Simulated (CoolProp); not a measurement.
Vapour-liquid equilibrium of isopentane (1) + R365MFC (2) at 390.2 K; x and y are mole fractions of (1).

Computed with CoolProp (multi-fluid Helmholtz-energy mixture model, Lemmon 2006 and Lemmon 2016; pair parameters Bell 2016).

```csv
x,bubble pressure (MPa),y at the bubble point,dew pressure at overall composition x (MPa),liquid density (mol/L)
0.05,0.9410,0.104,0.9024,6.867
0.125,1.032,0.223,0.9563,6.798
0.2,1.103,0.312,1.014,6.734
0.275,1.157,0.383,1.073,6.679
0.35,1.197,0.442,1.132,6.635
0.425,(withheld),0.493,1.187,6.605
0.5,1.242,0.539,1.228,6.591
0.575,1.250,0.584,1.249,6.595
0.65,1.248,0.630,1.244,6.618
0.725,(withheld),0.680,1.215,6.662
0.8,1.209,0.738,1.171,6.725
0.875,1.164,0.810,1.118,6.806
0.95,1.093,(withheld),1.063,6.903
```

**Question.** Fill in the missing entries.

**Answer.** 
- 0.425, bubble pressure (MPa): 1.225
- 0.725, bubble pressure (MPa): 1.235
- 0.95, y at the bubble point: 0.909

y crosses x between x = 0.575 and 0.65: the model has an azeotrope there.

The pair parameters rest on a limited set of measurements; away from them the model extrapolates.
